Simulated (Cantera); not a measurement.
Feed: 1 mol (CH₃)₂SiCl₂, 0.043 mol C₂H₂, 2 mol H₂, equilibrated at 133 Pa.

Equilibrium computed with Cantera from the NASA thermochemical tables; the gas is ideal and each condensed phase is pure. Candidate condensed phases: C, C₆H₆, C₇H₈, C₈H₁₈, Si, SiC; 109 gas species. The feed counts by its element totals alone. The tables' values for SiCl, SiCl₃ are old estimates; treat these amounts as uncertain. Gases not in the tables: Si₂H₆ and higher silanes. The numbers say what is thermodynamically allowed, not how fast it happens.

log p: log10 of the partial pressure in bar; n: condensed amount in mol.

```csv
T (°C),log p H₂,log p HCl,log p H,log p Si,log p Cl,log p SiCl₂,log p SiC₂,n C(graphite),n SiC(s)
1327,-3.05,-3.37,-5.79,-8.99,-6.21,-5.14,-11.40,1.12,0.966
1427,-3.05,-3.38,…,…,…,…,…,1.13,0.952
1527,-3.05,-3.39,-4.97,-7.12,-5.43,-4.86,-8.95,1.15,0.936
1627,-3.05,-3.41,-4.63,-6.33,-5.10,-4.76,-7.93,1.17,0.916
1727,-3.06,-3.43,-4.32,-5.62,-4.82,-4.68,-7.01,1.19,0.886
1827,-3.08,-3.47,-4.05,-4.98,-4.57,-4.63,-6.17,1.25,0.819
1927,-3.12,-3.53,-3.81,-4.40,-4.36,-4.62,-5.42,1.41,0.604
2027,…,…,…,-3.95,…,…,…,1.83,0
2127,-3.29,-3.70,-3.44,-3.94,-4.00,-5.19,-4.65,1.73,0
```

Task: Some entries are withheld; supply them.

Result: 
- 2027, log p H₂: -3.20
- 2027, log p HCl: -3.63
- 2027, log p H: -3.62
- 2027, log p Cl: -4.19
- 2027, log p SiCl₂: -4.74
- 2027, log p SiC₂: -4.81
- 1427, log p H: -5.35
- 1427, log p Si: -8.00
- 1427, log p Cl: -5.80
- 1427, log p SiCl₂: -4.99
- 1427, log p SiC₂: -10.10
